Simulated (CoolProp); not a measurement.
Vapour-liquid equilibrium of n-heptane (1) + p-xylene (2) at 321 K; x and y are mole fractions of (1).

Model: multi-fluid Helmholtz-energy mixture model, Span 2003 and Zhou 2012; pair parameters Bell 2016, in CoolProp.

Q: Give the bubble pressure and the first vapour's composition at x = 0.35, 0.5, 0.95. Is there an azeotrope?

A: x = 0.35: 0.009544 MPa, y = 0.719; x = 0.5: 0.01143 MPa, y = 0.811; x = 0.95: 0.01667 MPa, y = 0.984. No azeotrope shows between x = 0.05 and 0.95.

Pair parameters are fitted to limited data, so mixtures are less certain than the pure fluids.
